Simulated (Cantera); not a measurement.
Adiabatic ignition

An adiabatic, constant-pressure homogeneous reactor starts with 25.2 % CO, 5.80 % H2, 3.53 % CH4, 12.5 % O2, 47.1 % N2, 5.80 % H2O, equivalence ratio 1.8, at 1200 K and 400000 Pa.

Cantera simulation using GRI-Mech 3.0 (53 species, 325 reactions); the numbers are that mechanism's predictions, not measurements.

```csv
t (s),T (K),x CO,x H2,x CH4,x NO,x N2O,x C2H4,x CH2O
1.00e-6,1200,0.252,0.0580,0.0353,<1e-12,<1e-12,<1e-12,6.54e-12
4.44e-6,1200,0.252,0.0580,0.0353,<1e-12,<1e-12,<1e-12,3.09e-10
1.97e-5,1200,0.252,0.0580,0.0353,<1e-12,<1e-12,7.71e-12,1.32e-8
8.77e-5,1203,0.252,0.0578,0.0351,1.21e-12,1.53e-10,4.29e-7,4.84e-5
0.000390,2628,0.179,0.0347,1.25e-12,0.000163,9.16e-8,<1e-12,9.84e-9
0.00173,2629,0.179,0.0348,1.45e-12,0.000673,9.42e-8,<1e-12,9.96e-9
0.00770,2626,0.179,0.0349,1.49e-12,0.00118,1.05e-7,<1e-12,1.00e-8
0.0342,2626,0.179,0.0349,1.49e-12,0.00119,1.05e-7,<1e-12,1.00e-8
0.152,2626,0.179,0.0349,1.49e-12,0.00119,1.05e-7,<1e-12,1.00e-8
0.675,2626,0.179,0.0349,1.49e-12,0.00119,1.05e-7,<1e-12,1.00e-8
3.00,2626,0.179,0.0349,1.49e-12,0.00119,1.05e-7,<1e-12,1.00e-8
```
x: mole fraction; the columns are a selection and need not sum to one.

The time of steepest temperature rise comes out as 0.239 ms and the temperature at 3.00 s is 2626 K. The equilibrium temperature is 2626 K and the x(CO) at 3.00 s is 0.179 (gas-phase equilibrium 0.179). The x(H2) at 3.00 s is 0.0349 (gas-phase equilibrium 0.0349) and the x(CH4) at 3.00 s is 1.49e-12 (gas-phase equilibrium 1.71e-12).
